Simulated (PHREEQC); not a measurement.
Buffer: speciation

A solution holds 0.008 mol/kgw NaHSO4 and 0.038 mol/kgw K2HPO4, at 25 °C. Closed to the air; pH follows from the charge balance.

The numbers come from PHREEQC with the ion-association model, wateq4f.dat.

Each row changes one thing in this solution. This is a speciation only: nothing precipitates in the calculation.

| case | pH | ionic strength (mol/kgw) | SO4-2 (mol/kgw) | NaSO4- (mol/kgw) | HSO4- (mol/kgw) | SI of Mirabilite (Na2SO4:10H2O) |
|---|---|---|---|---|---|---|
| as made | 7.42 | 0.116 | 0.00672 | 9.19e-5 | 1.15e-8 | -5.96 |
| 0.0063 mol/kgw HF added | 7.07 | 0.111 | 0.00670 | 9.33e-5 | 2.59e-8 | -5.95 |
| K2HPO4 replaced by KHF2 at the same molality | 2.98 | 0.0530 | 0.00672 | 0.000119 | 0.000376 | -5.80 |
| diluted 2-fold with water | 7.50 | 0.0591 | 0.00357 | 3.06e-5 | 5.98e-9 | -6.69 |
| K2HPO4 left out | 2.27 | 0.0197 | 0.00584 | 0.000134 | 0.00202 | -5.68 |

H3PO4, which wateq4f.dat lacks, is added to it with the constant of phreeqc.dat.
